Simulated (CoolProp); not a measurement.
A single-stage vapour-compression cycle with n-perfluorohexane: evaporating at 287.15 K (dew point), condensing at 350.15 K (bubble point), superheat 2 K, subcooling 2 K, compressor efficiency 0.75, no pressure losses. Each further row changes one setting.

Model: reference Helmholtz-energy equation of state, Gao 2022, in CoolProp.

```csv
case,cooling COP,pressure ratio,discharge temperature (K),refrigerating effect (kJ/kg),volumetric capacity (kJ/m³)
as stated,?,10.7,350.2,31.7,80.4
evaporating temperature 292.15 K,1.99,?,350.2,35.6,?
condensing temperature 345.15 K,?,9.20,345.1,37.3,94.7
subcooling 7 K,1.91,10.7,350.2,37.3,94.7
superheat 12 K,1.84,10.7,350.2,39.8,97.4
compressor efficiency 0.65,1.41,10.7,350.2,31.7,80.4
```

### Question
What belongs in the gaps?

### Answer

- as stated, cooling COP: 1.62
- evaporating temperature 292.15 K, pressure ratio: 8.44
- evaporating temperature 292.15 K, volumetric capacity (kJ/m³): 113
- condensing temperature 345.15 K, cooling COP: 2.01

The compression ends wet for: as stated; evaporating temperature 292.15 K; condensing temperature 345.15 K; subcooling 7 K; superheat 12 K; compressor efficiency 0.65.
